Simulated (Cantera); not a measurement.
Cantera with NASA thermochemical tables; ideal gases at 1 bar, condensed phases pure. Values are per mole of reaction as written; species without (g) are pure solids or liquids, kept so even where they would boil at 1 bar. VN: taken at fixed stoichiometry.

Question: Between 300 and 1998 K, where is each reaction favourable under standard conditions?
- 2 VO₂(g) + 2 NH₃(g) + H₂(g) → 4 H₂O(g) + 2 VN

Answer: 
- 2 VO₂(g) + 2 NH₃(g) + H₂(g) → 4 H₂O(g) + 2 VN: ΔG° is -779 kJ at 300 K and -454 kJ at 1998 K; it stays negative (K > 1). ΔH° is -802 kJ and ΔS° -174 J/K at 1998 K.
